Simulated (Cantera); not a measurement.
A Cantera script and what it prints.

```python
import numpy as np
import cantera as ct

gas_names = """
    N N2 Si SiN Si2 Si2N Si3
""".split()
cond_names = """
    Si(cr) Si(L) Si3N4(a)
""".split()


# ... load() reads the species with a 1 bar reference pressure and builds the phases ...
atoms = {
    'Si3N4': {'Si': 3, 'N': 4},
    'N2': {'N': 2},
}
top_T = {'Si3N4(a)': 2400}  # K; cautious upper limits of use, not melting points


# ... equilibrate(T, P, feed) seeds the gas with the atoms and calls Mixture.equilibrate('TP', solver="vcs", rtol=1e-11, max_steps=5000) ...
results = []
feed = {'Si3N4': 1, 'N2': 0.074}  # mol
T = 1550  # K
P = 1000  # Pa
mix = equilibrate(T, P, feed)
results.append((T, P, feed, dict(zip(mix.species_names, mix.species_moles))))
print(gas.report(threshold=0.001))
for i in range(1, mix.n_phases):
    print(f"{mix.phase(i).name:16s} {mix.phase_moles(i):12.5e} mol")
```

Output:

```
       temperature   1550 K
          pressure   1000 Pa
           density   0.0021737 kg/m^3
  mean mol. weight   28.014 kg/kmol
   phase of matter   gas

                          1 kg             1 kmol
                     ---------------   ---------------
          enthalpy        1.4318e+06        4.0111e+07  J
   internal energy        9.7179e+05        2.7224e+07  J
           entropy             10041        2.8129e+05  J/K
    Gibbs function       -1.4132e+07       -3.9588e+08  J
 heat capacity c_p            1246.6             34923  J/K
 heat capacity c_v            949.85             26609  J/K

                      mass frac. Y      mole frac. X     chem. pot. / RT
                     ---------------   ---------------   ---------------
                N2                 1                 1           -30.719
     [   +6 minor]        2.0894e-07        1.9684e-07

Si(cr)            0.00000e+00 mol
Si3N4(a)          1.00000e+00 mol
```

Cantera equilibrium calculation (NASA polynomials, part measured and part estimated; ideal gas, pure solids and liquids).
